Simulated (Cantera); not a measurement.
An isothermal, constant-pressure homogeneous reactor starts with N₂O : H₂O = 1 : 0.092 (molar parts), at 1600 K and 0.00630 bar. Integrator tolerance rtol = 1e-08.

Detailed kinetics in Cantera: GRI-Mech 3.0 (53 species, 325 reactions). GRI-Mech 3.0 was tuned for natural gas; its chemistry of N2O as a main component is partial and can be far from experiment. Radical loss at walls, strong at low pressure, is not modelled. The temperature is held fixed by assumption; the heat of reaction is taken as removed at once.

Question: What does this change do: temperature 1600 to 1275 K?

Answer: 
| quantity | before | after |
|---|---|---|
| x(N₂O) at 30.0 s | 3.08e-6 (gas-phase equilibrium 8.94e-9) | 0.410 (gas-phase equilibrium 1.75e-9) |
| x(H₂O) at 30.0 s | 0.0575 (gas-phase equilibrium 0.0575) | 0.0696 (gas-phase equilibrium 0.0578) |
| x(H₂) at 30.0 s | 9.85e-6 (gas-phase equilibrium 8.65e-6) | 2.81e-7 (gas-phase equilibrium 7.22e-8) |
| x(H) at 30.0 s | 2.19e-6 (gas-phase equilibrium 2.03e-6) | 2.29e-8 (gas-phase equilibrium 2.51e-9) |
| x(O) at 30.0 s | 9.20e-5 (gas-phase equilibrium 0.000103) | 5.70e-6 (gas-phase equilibrium 7.93e-7) |
| x(OH) at 30.0 s | 0.000499 (gas-phase equilibrium 0.000528) | 6.68e-5 (gas-phase equilibrium 2.34e-5) |
| x(H₂O₂) at 30.0 s | 8.11e-10 (gas-phase equilibrium 9.14e-10) | 1.59e-9 (gas-phase equilibrium 1.16e-10) |
The mechanism lacks the step 2 NO + O2 → 2 NO2, which can matter for NO2 below about 1400 K.

Question: What does this change do: pressure from 0.00630 bar to 0.690 bar?

Answer: 
```json
[
 {"quantity": "x(N₂O) at 30.0 s", "before": "3.08e-6 (gas-phase equilibrium 8.94e-9)", "after": "2.95e-6 (gas-phase equilibrium 9.36e-8)"},
 {"quantity": "x(H₂O) at 30.0 s", "before": "0.0575 (gas-phase equilibrium 0.0575)", "after": "0.0577 (gas-phase equilibrium 0.0577)"},
 {"quantity": "x(H₂) at 30.0 s", "before": "9.85e-6 (gas-phase equilibrium 8.65e-6)", "after": "9.09e-7 (gas-phase equilibrium 8.29e-7)"},
 {"quantity": "x(H) at 30.0 s", "before": "2.19e-6 (gas-phase equilibrium 2.03e-6)", "after": "6.29e-8 (gas-phase equilibrium 6.00e-8)"},
 {"quantity": "x(O) at 30.0 s", "before": "9.20e-5 (gas-phase equilibrium 0.000103)", "after": "9.01e-6 (gas-phase equilibrium 9.83e-6)"},
 {"quantity": "x(OH) at 30.0 s", "before": "0.000499 (gas-phase equilibrium 0.000528)", "after": "0.000156 (gas-phase equilibrium 0.000163)"},
 {"quantity": "x(H₂O₂) at 30.0 s", "before": "8.11e-10 (gas-phase equilibrium 9.14e-10)", "after": "8.80e-9 (gas-phase equilibrium 9.60e-9)"}
]
```
